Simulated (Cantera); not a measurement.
Input: 1 mol Si3H8, 0.052 mol Cl2, 860 mol H2, equilibrated at 652 °C and 170000 Pa.

Cantera equilibrium calculation (NASA polynomials, part measured and part estimated; ideal gas, pure solids and liquids). Candidate condensed phases: Si; 19 gas species. The feed counts by its element totals alone. Kinetics and transport are ignored.

Problem. What is the equilibrium state?

Solution. 
| Item | Value |
|---|---|
| x(H2) | 1.000 |
| x(HCl) | 0.000113 |
| x(SiH2Cl2) | 2.05e-6 |
| x(SiH3Cl) | 1.60e-6 |
| n(Si(s)) | 3.00 mol |
| gas amount | 864.0 mol |
